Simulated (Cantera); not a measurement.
# Gas-phase reforming

A perfectly stirred reactor is fed with CH4 : CO2 = 1 : 0.49 (molar parts), at 0.109 atm; it is held at 1998 K, and followed from long to short residence time.

Model: GRI-Mech 3.0 (53 species, 325 reactions), integrated in Cantera. GRI-Mech 3.0 stops at C3 and has no aromatics, soot or wall deposition, so with more carbon than oxygen in the feed, carbon stays in small species such as C2H2 where larger ones or solid carbon would form.

| τ (s) | x CH4 | x CO2 | x CH3 | x H | x O |
|---|---|---|---|---|---|
| 2.0 | 0.00367 | 0.000826 | 0.000433 | 0.00344 | 6.63e-9 |
| 0.59 | 0.00702 | 0.00259 | 0.000781 | 0.00318 | 1.72e-8 |
| 0.18 | 0.0132 | 0.00700 | 0.00137 | 0.00282 | 3.37e-8 |
| 0.052 | 0.0259 | 0.0177 | 0.00245 | 0.00236 | 4.85e-8 |
| 0.015 | 0.0531 | 0.0445 | 0.00439 | 0.00188 | 4.87e-8 |
| 0.0045 | 0.112 | 0.106 | 0.00770 | 0.00148 | 3.49e-8 |
| 0.0013 | 0.229 | 0.195 | 0.0128 | 0.00109 | 1.89e-8 |
| 0.00039 | 0.410 | 0.271 | 0.0175 | 0.000591 | 8.27e-9 |
x: mole fraction; the columns are a selection and need not sum to one.
